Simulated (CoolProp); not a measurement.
Vapour-liquid equilibrium of 1-butene (1) + n-butane (2) at 284.5 K; x and y are mole fractions of (1).

Computed with CoolProp (multi-fluid Helmholtz-energy mixture model, Lemmon 2005 and Bücker 2006; pair parameters Bell 2016).

```csv
x,bubble pressure (MPa),y at the bubble point,dew pressure at overall composition x (MPa),liquid density (mol/L)
0.05,0.1575,0.061,0.1572,10.15
0.125,0.1605,0.151,0.1596,10.20
0.2,0.1636,0.237,0.1622,10.25
0.275,0.1666,0.321,0.1649,10.29
0.35,0.1697,0.401,0.1677,10.34
0.425,0.1727,0.478,0.1706,10.39
0.5,0.1756,0.552,0.1735,10.44
0.575,0.1784,0.624,0.1765,10.49
0.65,0.1812,0.693,0.1795,10.54
0.725,0.1838,0.760,0.1824,10.59
0.8,0.1863,0.826,0.1853,10.64
0.875,0.1886,0.892,0.1880,10.69
0.95,0.1908,0.956,0.1905,10.74
```

No azeotrope shows between x = 0.05 and 0.95.

The pair parameters rest on a limited set of measurements; away from them the model extrapolates.
